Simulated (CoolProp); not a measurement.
Vapour-liquid equilibrium of toluene (1) + ethylbenzene (2) at 1.72 MPa; x and y are mole fractions of (1).

Values from CoolProp's multi-fluid Helmholtz-energy mixture model, Lemmon 2006 and Zhou 2012; pair parameters Bell 2016.

Task: Give the bubble temperature and the first vapour's composition at x = 0.275, 0.8, 0.95. Is there an azeotrope?

Result: x = 0.275: 548.8 K, y = 0.334; x = 0.8: 531.6 K, y = 0.846; x = 0.95: 526.7 K, y = 0.964. No azeotrope shows between x = 0.05 and 0.95.

Pair parameters are fitted to limited data, so mixtures are less certain than the pure fluids.
